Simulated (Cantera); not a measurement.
**Thermodynamics of sublimation and decomposition of ceramics, feed SiO2 + C + N2 + Si**

Input: 1 mol SiO2, 0.014 mol C, 2.7 mol N2, 0.12 mol Si, at 1350 °C.

Equilibrium computed with Cantera from the NASA thermochemical tables; the gas is ideal and each condensed phase is pure. Candidate condensed phases: C, Si, SiC, SiO2, Si2N2O, Si3N4; 34 gas species. Mutual solubility and eutectic melting of coexisting phases are not modelled. The tables hold silica as quartz up to 1696 K and as liquid above; real silica turns to tridymite and cristobalite and melts near 1996 K. Rates play no part.

```json
[
 {"P (Pa)": "1", "x N2": "0.910", "x SiO": "0.0857", "x CO": "0.00464", "x CO2": "7.95e-5", "x SiO2": "7.73e-6", "x O": "8.76e-7", "x NO": "7.29e-7", "n SiO2(β-quartz)": "0.866", "n Si2N2O(s)": "0"},
 {"P (Pa)": "10", "x N2": "0.910", "x SiO": "0.0856", "x CO": "0.00471", "x CO2": "8.08e-6", "x SiO2": "7.73e-7", "x O": "8.77e-9", "x NO": "2.31e-8", "n SiO2(β-quartz)": "0.866", "n Si2N2O(s)": "0"},
 {"P (Pa)": "100", "x N2": "0.910", "x SiO": "0.0856", "x CO": "0.00472", "x CO2": "8.09e-7", "x SiO2": "7.73e-8", "x O": "8.77e-11", "x NO": "7.29e-10", "n SiO2(β-quartz)": "0.866", "n Si2N2O(s)": "0"},
 {"P (Pa)": "1000", "x N2": "0.973", "x SiO": "0.0218", "x CO": "0.00517", "x CO2": "3.49e-7", "x SiO2": "7.73e-9", "x O": "3.44e-12", "x NO": "9.37e-11", "n SiO2(β-quartz)": "0.931", "n Si2N2O(s)": "0.0650"},
 {"P (Pa)": "10000", "x N2": "0.994", "x SiO": "0.00100", "x CO": "0.00532", "x CO2": "7.78e-7", "x SiO2": "7.73e-10", "x O": "<1e-12", "x NO": "6.50e-11", "n SiO2(β-quartz)": "0.950", "n Si2N2O(s)": "0.0838"},
 {"P (Pa)": "100000", "x N2": "0.995", "x SiO": "4.66e-5", "x CO": "0.00532", "x CO2": "1.68e-6", "x SiO2": "7.73e-11", "x O": "<1e-12", "x NO": "4.43e-11", "n SiO2(β-quartz)": "0.951", "n Si2N2O(s)": "0.0846"},
 {"P (Pa)": "1000000", "x N2": "0.995", "x SiO": "2.16e-6", "x CO": "0.00532", "x CO2": "3.61e-6", "x SiO2": "7.73e-12", "x O": "<1e-12", "x NO": "3.02e-11", "n SiO2(β-quartz)": "0.951", "n Si2N2O(s)": "0.0847"}
]
```
x: gas mole fraction; n: condensed amount in mol.

From 0.00750 Torr to 0.750 Torr the condensed part is SiO2(β-quartz). From 7.50 Torr to 7500 Torr the condensed part is SiO2(β-quartz) + Si2N2O(s). The main Si-bearing gas is SiO throughout.
